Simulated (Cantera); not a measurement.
Input (Python, Cantera):

```python
import numpy as np
import cantera as ct

gas = ct.Solution("gri30.yaml")
gas.TPX = 1450, 1333, {'H2': 0.041, 'O2': 1}
reactor = ct.IdealGasConstPressureReactor(gas, energy="off", clone=False)
net = ct.ReactorNet([reactor])
net.rtol, net.atol = 1e-08, 1e-18
show = ['H2', 'O2', 'HO2', 'H2O2', 'O', 'H2O', 'OH']
times = np.geomspace(2e-06, 40, 11)

steps = ct.SolutionArray(gas, extra=["t"])
rows = []
print(f"{'t/s':>10s}{'T/K':>9s}{'P/Pa':>11s}" + "".join(f"{s:>11s}" for s in show))
for t in times:
    while net.time < t:
        t_next = net.step()
        steps.append(gas.state, t=t_next)
    rows.append([np.interp(t, steps.t, y) for y in (steps.T, steps.P, *steps(*show).X.T)])
    print(f"{t:10.3e}{rows[-1][0]:9.1f}{rows[-1][1]:11.4g}" + "".join(f"{x:11.3e}" for x in rows[-1][2:]))
rate = np.gradient(steps.T, steps.t)
print("integrator steps:", len(steps.t))
if steps.T.max() > steps.T[0] + 200:
    print(f"time of steepest temperature rise: {steps.t[rate.argmax()]:.4e} s")
gas.TPX = 1450, 1333, {'H2': 0.041, 'O2': 1}
gas.equilibrate("TP")
print(f"equilibrium (TP): T = {gas.T:.1f} K  " + "  ".join(f"{s} {gas[s].X[0]:.3e}" for s in show))
```

It prints:

```
       t/s      T/K       P/Pa         H2         O2        HO2       H2O2          O        H2O         OH
 2.000e-06   1450.0       1333  3.939e-02  9.606e-01  3.450e-09  6.918e-14  1.911e-10  2.195e-12  1.907e-10
 1.074e-05   1450.0       1333  3.939e-02  9.606e-01  1.853e-08  1.984e-12  4.662e-09  2.955e-10  4.598e-09
 5.771e-05   1450.0       1333  3.939e-02  9.606e-01  9.950e-08  5.583e-11  7.959e-08  2.813e-08  7.442e-08
 3.100e-04   1450.0       1333  3.938e-02  9.606e-01  5.335e-07  1.423e-09  3.377e-06  3.913e-06  2.933e-06
 1.665e-03   1450.0       1333  1.090e-03  9.265e-01  1.422e-06  4.265e-08  2.894e-02  3.316e-02  6.313e-03
 8.944e-03   1450.0       1333  5.132e-04  9.274e-01  1.280e-06  3.310e-08  2.893e-02  3.472e-02  5.209e-03
 4.804e-02   1450.0       1333  3.909e-04  9.356e-01  1.147e-06  3.070e-08  2.149e-02  3.592e-02  4.566e-03
 2.581e-01   1450.0       1333  1.267e-04  9.519e-01  6.563e-07  2.007e-08  6.635e-03  3.839e-02  2.622e-03
 1.386e+00   1450.0       1333  1.107e-05  9.589e-01  1.367e-07  5.694e-09  5.644e-04  3.975e-02  7.784e-04
 7.447e+00   1450.0       1333  8.177e-07  9.597e-01  6.848e-08  1.084e-09  4.146e-05  4.007e-02  2.119e-04
 4.000e+01   1450.0       1333  3.386e-07  9.597e-01  9.020e-08  6.991e-10  1.717e-05  4.011e-02  1.364e-04
integrator steps: 1381
equilibrium (TP): T = 1450.0 K  H2 3.382e-07  O2 9.597e-01  HO2 9.024e-08  H2O2 6.988e-10  O 1.715e-05  H2O 4.011e-02  OH 1.363e-04
```

Cantera simulation using GRI-Mech 3.0 (53 species, 325 reactions); the numbers are that mechanism's predictions, not measurements. Radical loss at walls, strong at low pressure, is not modelled. The temperature is held fixed by assumption; the heat of reaction is taken as removed at once.
